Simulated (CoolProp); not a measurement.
The fluid at 298.15 K and 0.299 MPa (stagnation) flows isentropically through a choked orifice. The same conditions are run with several fluids, on thermodynamics alone (safety and materials aside).

Values from CoolProp's reference Helmholtz-energy equation of state of each fluid (R404A: Lemmon 2003; fluorine: de Reuck 1990; chlorine: Thol 2021; R13: Platzer 1990; R410A: Lemmon 2003). The equations of Platzer and Polt are older, rougher fits. Blends and air are pseudo-pure fits.

**Question.** Rank R404A, fluorine, chlorine, R13, R410A by throat to inlet pressure ratio, highest first.

**Answer.** R404A (0.586), R13 (0.577), R410A (0.572), chlorine (0.540), fluorine (0.532)

```csv
fluid,mass flux (kg/(m² s)),throat temperature (K)
R404A,1200,281.5
fluorine,796,251.5
chlorine,1100,255.3
R13,1250,277.4
R410A,1060,274.0
```
